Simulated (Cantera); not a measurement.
A perfectly stirred reactor is fed with CH₄ : N₂ = 0.71 : 17 (molar parts), at 1430 Torr; it is held at 1650 K, and followed from long to short residence time.

Detailed kinetics in Cantera: GRI-Mech 3.0 (53 species, 325 reactions). GRI-Mech 3.0 stops at C3 and has no aromatics, soot or wall deposition, so with more carbon than oxygen in the feed, carbon stays in small species such as C2H2 where larger ones or solid carbon would form.

One state of this run: x CH₄ = 0.0206; x H = 8.26e-6; x HCN = 1.11e-7; x CH₂ = 3.25e-8; x C₂H₄ = 0.000321; x H₂ = 0.0277. x: mole fraction; the columns are a selection and need not sum to one.

Which value of τ (s) does it belong to?
A. 0.051
B. 0.0029
C. 0.0075
D. 0.35

A, 0.051
